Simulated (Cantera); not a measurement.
A counterflow diffusion flame at 1.00 atm, nozzles 20 mm apart: fuel side C3H8 = 1 (molar parts) at 400 K, oxidiser side O2 : N2 = 0.22 : 0.78 (molar parts) at 523 K, fuel mass flux 1.1 times the oxidiser's; mixture-averaged transport, no radiation.

Detailed kinetics in Cantera: GRI-Mech 3.0 (53 species, 325 reactions). GRI-Mech 3.0 was tuned for natural gas; its chemistry of propane as a main component is partial and can be far from experiment. GRI-Mech 3.0 has no aromatics or soot, which form on the fuel side of real flames. The maximum strain rate includes the flame's own expansion and is several times the mean.

x: mole fraction; the columns are a selection and need not sum to one.

```csv
oxidiser flux (kg/m²/s),max strain (1/s),mean strain (1/s),T max (K),peak x OH,peak x H,peak x NO,peak x CO,peak x C2H2
0.25,195,28.8,2153,0.00867,0.00453,0.000342,0.0749,0.0456
0.35,264,40.3,2134,0.00870,0.00484,0.000320,0.0743,0.0439
0.49,[?],56.5,2114,0.00868,0.00515,0.000298,0.0739,0.0421
0.67,478,77.2,2096,0.00865,0.00545,0.000276,0.0736,0.0403
0.94,652,108,2077,0.00857,0.00577,0.000250,0.0735,0.0384
1.3,[?],150,2055,0.00840,0.00604,[?],0.0733,0.0364
1.8,1180,207,2030,0.00814,0.00624,0.000190,0.0733,0.0339
```

**Question.** What belongs in the gaps?

**Answer.** 
- 0.49, max strain (1/s): 359
- 1.3, max strain (1/s): 876
- 1.3, peak x NO: 0.000222
